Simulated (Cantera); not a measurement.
**NO annealing gas**

An isothermal, constant-pressure homogeneous reactor starts with NO : N2 = 1 : 3 (molar parts), at 2000 K and 0.200 bar.

Cantera simulation using GRI-Mech 3.0 (53 species, 325 reactions); the numbers are that mechanism's predictions, not measurements.

| t (s) | x NO | x NO2 | x N2O | x O | x N2 |
|---|---|---|---|---|---|
| 0.000500 | 0.250 | 9.60e-7 | 6.43e-6 | 7.11e-6 | 0.750 |
| 0.00172 | 0.250 | 5.76e-6 | 1.68e-5 | 2.66e-5 | 0.750 |
| 0.00595 | 0.250 | 2.02e-5 | 2.73e-5 | 8.46e-5 | 0.750 |
| 0.0205 | 0.249 | 2.65e-5 | 2.80e-5 | 0.000111 | 0.750 |
| 0.0707 | 0.247 | 2.94e-5 | 2.74e-5 | 0.000122 | 0.752 |
| 0.244 | 0.239 | 3.74e-5 | 2.53e-5 | 0.000155 | 0.756 |
| 0.841 | 0.209 | 5.26e-5 | 1.88e-5 | 0.000238 | 0.770 |
| 2.90 | 0.123 | 5.22e-5 | 6.20e-6 | 0.000388 | 0.813 |
| 10.0 | 0.0229 | 1.30e-5 | 3.46e-7 | 0.000508 | 0.863 |
x: mole fraction; the columns are a selection and need not sum to one.

Equilibrium at this temperature and pressure: NO 0.00615, NO2 3.61e-6, N2O 1.63e-7, O 0.000525, N2 0.872 (gas phase only).
